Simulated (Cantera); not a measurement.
# Equilibrium for calcination and drying: MgCO3 + CO2

Input: 1 mol MgCO3, 0.51 mol CO2, equilibrated at 1.13 Torr.

Cantera equilibrium calculation (NASA polynomials, part measured and part estimated; ideal gas, pure solids and liquids). Candidate condensed phases: C, Mg, MgCO3, MgO; 15 gas species. Rates play no part.

| T (K) | x CO2 | x CO | x O2 | x O | x Mg | n MgO(s) |
|---|---|---|---|---|---|---|
| 700 | 1.00 | 1.01e-10 | 5.06e-11 | <1e-12 | <1e-12 | 1.00 |
| 800 | 1.00 | 5.49e-9 | 3.34e-9 | <1e-12 | <1e-12 | 1.00 |
| 900 | 1.00 | 1.37e-7 | 6.87e-8 | <1e-12 | <1e-12 | 1.00 |
| 1000 | 1.000 | 1.70e-6 | 8.52e-7 | 3.75e-12 | <1e-12 | 1.00 |
| 1100 | 1.000 | 1.33e-5 | 6.67e-6 | 1.66e-10 | <1e-12 | 1.00 |
| 1200 | 1.000 | 7.40e-5 | 3.70e-5 | 3.94e-9 | <1e-12 | 1.00 |
| 1300 | 1.000 | 0.000315 | 0.000157 | 5.73e-8 | <1e-12 | 1.00 |
| 1400 | 0.998 | 0.00109 | 0.000542 | 5.69e-7 | 2.08e-11 | 1.00 |
| 1500 | 0.995 | 0.00316 | 0.00158 | 4.16e-6 | 8.22e-10 | 1.00 |
| 1600 | 0.988 | 0.00803 | 0.00401 | 2.37e-5 | 2.04e-8 | 1.00 |
x: gas mole fraction; n: condensed amount in mol.

From 700 K to 1600 K the condensed part is MgO(s).
